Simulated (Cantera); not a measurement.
## Silicon oxide and oxynitride deposition: TEOS + CO₂ + H₂

Input: 1 mol TEOS, 0.4 mol CO₂, 92 mol H₂, equilibrated at 1250 °C.

Method: chemical equilibrium by Gibbs-energy minimisation in Cantera with the NASA 1993 tables (ideal gas, pure condensed phases). Candidate condensed phases: C, C₆H₆, C₇H₈, C₈H₁₈, H₂O, Si, SiC, SiO₂; 123 gas species. The feed counts by its element totals alone. Mutual solubility and eutectic melting of coexisting phases are not modelled. The tables hold silica as quartz up to 1696 K and as liquid above; real silica turns to tridymite and cristobalite and melts near 1996 K. Equilibrium is a limit: real reactors are often held back by kinetics, nucleation or transport.

```tsv
P (Pa)	log p H₂	log p CO	log p H	log p CH₄	log p SiO	log p H₂O	n C(graphite)	n SiC(s)	n SiO₂(β-quartz)
5	-4.32	-5.65	-6.80	-11.28	-8.32	-12.81	2.62	0.989	0
26	-3.61	-4.93	-6.44	-9.85	-7.60	-11.38	2.62	0.990	0
140	-2.87	-4.20	-6.07	-8.39	-6.87	-9.91	2.62	0.990	0
710	-2.17	-3.50	-5.72	-6.98	-6.16	-8.50	2.62	0.990	0
3700	-1.45	-2.78	-5.36	-5.54	-5.45	-7.07	2.61	0.990	0
19000	-0.74	-2.07	-5.01	-4.12	-4.74	-5.65	2.58	0.990	0
100000	-0.02	-1.49	-4.64	-2.67	-4.15	-4.34	4.45	0.307	0.686
```
log p: log10 of the partial pressure in bar; n: condensed amount in mol.

From 5.00 Pa to 19000 Pa the condensed part is C(graphite) + SiC(s). At 100000 Pa the condensed part is C(graphite) + SiC(s) + SiO₂(β-quartz). The main Si-bearing gas is SiO throughout.
